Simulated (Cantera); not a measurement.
Cantera run, input and output.

```python
import numpy as np
import cantera as ct

gas = ct.Solution("gri30.yaml")
gas.TPX = 423, 840000, {'CH4': 1, 'C2H6': 0.08, 'C3H8': 0.29, 'O2': 2.87, 'N2': 10.8}
flame = ct.FreeFlame(gas, width=0.009)
flame.set_refine_criteria(ratio=3, slope=0.08, curve=0.16)
flame.transport_model = "mixture-averaged"
flame.solve(loglevel=0, auto=True)
flame.transport_model = "multicomponent"
flame.soret_enabled = False
flame.solve(loglevel=0, refine_grid=True)
z, T = flame.grid, flame.T
thick = (T[-1] - T[0]) / np.gradient(T, z).max()
show = ['CH4', 'C2H6', 'C3H8', 'H2O', 'CH2', 'CO']
print(f"laminar burning velocity  {flame.velocity[0] * 100:.3f} cm/s")
print(f"burnt temperature         {T[-1]:.1f} K")
print(f"thermal thickness         {thick * 1e3:.4f} mm")
print(f"grid points               {len(z)}")
z0 = z[flame.heat_release_rate.argmax()]
print(f"{'z/mm':>9s}{'T/K':>9s}{'u/(m/s)':>9s}" + "".join(f"{s:>11s}" for s in show))
rows = []
for k in (-3, -2, -1.5, -1, -0.5, -0.25, 0, 0.25, 0.5, 1, 2, 4, 8):
    zz = z0 + k * thick
    rows.append([k * thick, np.interp(zz, z, T), np.interp(zz, z, flame.velocity),
                 *(np.interp(zz, z, flame.X[gas.species_index(s)]) for s in show)])
    print(f"{rows[-1][0] * 1e3:9.3f}{rows[-1][1]:9.1f}{rows[-1][2]:9.3f}" + "".join(f"{x:11.3e}" for x in rows[-1][3:]))
```

It prints:

```
laminar burning velocity  22.484 cm/s
burnt temperature         2171.8 K
thermal thickness         0.1118 mm
grid points               136
     z/mm      T/K  u/(m/s)        CH4       C2H6       C3H8        H2O        CH2         CO
   -0.335    423.5    0.226  6.633e-02  5.309e-03  1.925e-02  9.341e-05  1.122e-18  1.236e-05
   -0.224    428.9    0.229  6.589e-02  5.288e-03  1.918e-02  9.375e-04  1.782e-18  1.533e-04
   -0.168    451.5    0.243  6.481e-02  5.250e-03  1.908e-02  4.057e-03 -3.010e-18  7.956e-04
   -0.112    586.3    0.319  5.974e-02  5.034e-03  1.844e-02  2.034e-02  4.423e-14  5.234e-03
   -0.056   1096.3    0.614  4.097e-02  3.671e-03  1.181e-02  7.529e-02  4.261e-09  2.706e-02
   -0.028   1511.9    0.863  2.448e-02  1.954e-03  3.132e-03  1.182e-01  8.713e-07  4.915e-02
    0.000   1888.9    1.091  8.359e-03  2.249e-04  2.356e-05  1.556e-01  1.995e-05  6.897e-02
    0.028   2068.6    1.196  1.916e-03  9.620e-06  9.335e-09  1.706e-01  2.461e-05  7.330e-02
    0.056   2126.3    1.227  5.445e-04  7.404e-07  1.547e-10  1.730e-01  1.008e-05  7.168e-02
    0.112   2154.7    1.241  1.077e-04  2.256e-08  7.917e-13  1.721e-01  1.568e-06  6.917e-02
    0.224   2165.5    1.246  2.145e-05  5.368e-10  4.197e-15  1.713e-01  1.592e-07  6.814e-02
    0.447   2169.9    1.248  4.872e-06  1.511e-11  7.365e-16  1.713e-01  1.689e-08  6.807e-02
    0.894   2171.5    1.249  8.556e-07  3.420e-13  1.781e-17  1.714e-01  1.810e-09  6.812e-02
```

Model: GRI-Mech 3.0 (53 species, 325 reactions), integrated in Cantera. GRI-Mech 3.0 was tuned for natural gas; its chemistry of propane as a main component is partial and can be far from experiment. Burning velocities carry a grid error of a few per cent, more on coarse grids.
